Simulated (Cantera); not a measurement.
Adiabatic ignition

An adiabatic, constant-volume homogeneous reactor starts with H₂ : O₂ : N₂ = 1 : 0.5 : 1.88 (molar parts), at 1173 K and 100000 Pa.

Model: the H2/O2 subset of GRI-Mech 3.0, which has no nitrogen chemistry, integrated in Cantera.

| t (s) | T (K) | P (bar) | x H₂ | x O₂ | x H₂O | x O | x HO₂ | x OH |
|---|---|---|---|---|---|---|---|---|
| 4.00e-6 | 1173 | 1.00 | 0.296 | 0.148 | 6.59e-9 | 1.30e-9 | 8.44e-9 | 6.68e-10 |
| 1.18e-5 | 1173 | 1.00 | 0.296 | 0.148 | 1.94e-7 | 2.03e-8 | 5.53e-8 | 1.02e-8 |
| 3.48e-5 | 1174 | 1.00 | 0.296 | 0.148 | 0.000251 | 2.24e-5 | 3.14e-5 | 1.23e-5 |
| 0.000103 | 2910 | 2.23 | 0.0495 | 0.0175 | 0.252 | 0.00857 | 1.09e-5 | 0.0328 |
| 0.000303 | 2941 | 2.25 | 0.0483 | 0.0169 | 0.255 | 0.00803 | 1.12e-5 | 0.0324 |
| 0.000894 | 2941 | 2.25 | 0.0483 | 0.0169 | 0.255 | 0.00803 | 1.12e-5 | 0.0324 |
| 0.00264 | 2941 | 2.25 | 0.0483 | 0.0169 | 0.255 | 0.00803 | 1.12e-5 | 0.0324 |
| 0.00779 | 2941 | 2.25 | 0.0483 | 0.0169 | 0.255 | 0.00803 | 1.12e-5 | 0.0324 |
| 0.0230 | 2941 | 2.25 | 0.0483 | 0.0169 | 0.255 | 0.00803 | 1.12e-5 | 0.0324 |
| 0.0678 | 2941 | 2.25 | 0.0483 | 0.0169 | 0.255 | 0.00803 | 1.12e-5 | 0.0324 |
| 0.200 | 2941 | 2.25 | 0.0483 | 0.0169 | 0.255 | 0.00803 | 1.12e-5 | 0.0324 |
x: mole fraction; the columns are a selection and need not sum to one.

```
Property                                                           Value
---------------------------------  -------------------------------------
time of steepest temperature rise                                52.4 µs
temperature at 0.200 s                                            2941 K
equilibrium temperature                                           2941 K
x(H₂) at 0.200 s                   0.0483 (gas-phase equilibrium 0.0483)
x(O₂) at 0.200 s                   0.0169 (gas-phase equilibrium 0.0169)
x(H₂O) at 0.200 s                    0.255 (gas-phase equilibrium 0.255)
```
